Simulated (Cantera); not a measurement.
Feed: 1 mol SiC, 0.19 mol N₂, equilibrated at 1748 K and 0.00975 Torr.

Cantera equilibrium calculation (NASA polynomials, part measured and part estimated; ideal gas, pure solids and liquids). Candidate condensed phases: C, Si, SiC, Si₃N₄; 20 gas species. Equilibrium is a limit: real reactors are often held back by kinetics, nucleation or transport.

Base state: N₂ 0.998, Si 0.00211, SiC₂ 2.25e-5, Si₂C 1.69e-5 (mole fractions); condensed: C(graphite) + SiC(s).

### Question
What changes in the equilibrium state with this change: temperature from 1748 K to 2975 K?

### Answer
| species | before | after |
|---|---|---|
| Si | 0.00211 | 0.495 |
| C | 4.67e-9 | 0.343 |
| N₂ | 0.998 | 0.0821 |
| C₂ | <1e-9 | 0.0231 |
| C₃ | 1.71e-9 | 0.0255 |
| CN | 3.61e-6 | 0.0250 |
| N | 3.91e-9 | 0.000941 |
| SiC | 3.84e-9 | 0.000190 |
| SiC₂ | 2.25e-5 | 0.00496 |
| SiN | 3.94e-6 | 2.84e-5 |
| Si₂C | 1.69e-5 | 2.45e-6 |
| C(graphite), mol | 0.000401 | 0 |
| SiC(s), mol | 1.000 | 0 |
The tables' values for SiN are old estimates; treat these amounts as uncertain.
